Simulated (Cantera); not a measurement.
Predominance diagram of Ca at 1750 K against the partial pressures of O₂ and Cl₂ (log10, bar). Source: NASA polynomial tables (part measured, part estimated), evaluated in Cantera. Candidates: Ca(l), CaCl₂(l), CaO(s). Only these pure phases compete in this equilibrium. Not in the tables: oxide halides.

Problem. Which phase is stable at these pairs, and which metal-bearing vapour leads over it? (-11.4, -13); (-18.2, 1); (-0.4, -7.8); (-4.5, -13); (-18.2, -4.2); (-18.2, -2.5); (-4.5, -0.8)

Solution. 
```
log p(O₂)  log p(Cl₂)     phase  chief vapour  log p (bar)
---------  ----------  --------  ------------  -----------
-11.4             -13    CaO(s)         CaCl₂         -5.7
-18.2               1  CaCl₂(l)         CaCl₂         -1.5
-0.4             -7.8    CaO(s)         CaCl₂         -6.0
-4.5              -13    CaO(s)         CaCl₂         -9.2
-18.2            -4.2  CaCl₂(l)         CaCl₂         -1.5
-18.2            -2.5  CaCl₂(l)         CaCl₂         -1.5
-4.5             -0.8  CaCl₂(l)         CaCl₂         -1.5
```
